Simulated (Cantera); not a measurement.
Input: 1 mol Si2H6, 2.7 mol O3, 28 mol H2, held at 873 K and 12.0 mbar.

Method: chemical equilibrium by Gibbs-energy minimisation in Cantera with the NASA 1993 tables (ideal gas, pure condensed phases). Candidate condensed phases: H2O, Si, SiO2; 18 gas species. The feed counts by its element totals alone. Kinetics and transport are ignored.

Base state: H2 0.868, H2O 0.132 (mole fractions); condensed: SiO2(β-quartz).

**Question.** What changes in the equilibrium state with this change: 0.23 mol Cl2 added?

**Answer.** 
```csv
species,before,after
H2,0.868,0.854
H2O,0.132,0.131
HCl,0,0.0147
"SiO2(β-quartz), mol",2.00,2.00
```

**Question.** What changes in the equilibrium state with this change: Si2H6 replaced by SiH4?

**Answer.** 
```json
[
 {"species": "H2", "before": "0.868", "after": "0.797"},
 {"species": "H2O", "before": "0.132", "after": "0.203"},
 {"species": "SiO2(β-quartz), mol", "before": "2.00", "after": "1.00"}
]
```

**Question.** What changes in the equilibrium state with this change: temperature from 873 K to 1950 K?

**Answer.** 
```json
[
 {"species": "H2", "before": "0.868", "after": "0.830"},
 {"species": "H2O", "before": "0.132", "after": "0.145"},
 {"species": "SiO", "before": "<1e-9", "after": "0.0154"},
 {"species": "H", "before": "<1e-9", "after": "0.00953"},
 {"species": "OH", "before": "<1e-9", "after": "0.000151"},
 {"species": "SiO2(β-quartz), mol", "before": "2.00", "after": "0"},
 {"species": "SiO2(condensed), mol", "before": "0", "after": "1.51"}
]
```
The tables hold silica as quartz up to 1696 K and as liquid above; real silica turns to tridymite and cristobalite and melts near 1996 K.
